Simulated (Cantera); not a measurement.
A closed system holds: 1 mol Si, 0.003 mol O2, 310 mol H2, 0.18 mol CO2, equilibrated at 2175 K and 2.50e-5 bar.

Method: chemical equilibrium by Gibbs-energy minimisation in Cantera with the NASA 1993 tables (ideal gas, pure condensed phases). Candidate condensed phases: C, C6H6, C7H8, C8H18, H2O, Si, SiC, SiO2; 123 gas species. Equilibrium is a limit: real reactors are often held back by kinetics, nucleation or transport.

Base state: H 0.609, H2 0.389, Si 0.00182, SiO 0.000416, CO 0.000402 (mole fractions); condensed: gas only.

What changes in the equilibrium state with this change: CO2 from 0.18 to 2.7 mol?


```
species    before     after
-------  --------  --------
H           0.609     0.605
H2          0.389     0.383
CO       0.000402   0.00599
SiO      0.000416   0.00222
O         2.70e-9  0.000612
OH        2.46e-9  0.000553
```

What changes in the equilibrium state with this change: pressure from 2.50e-5 bar to 0.450 bar?


```
species             before     after
----------------  --------  --------
H2                   0.389     0.990
H                    0.609   0.00724
SiO               0.000416  0.000686
Si                 0.00182  0.000641
Si2C                 <1e-9   3.36e-5
C2H2 (acetylene)     <1e-9   2.07e-5
Si(l), mol               0     0.413
```
Gases not in the tables: Si2H6 and higher silanes.
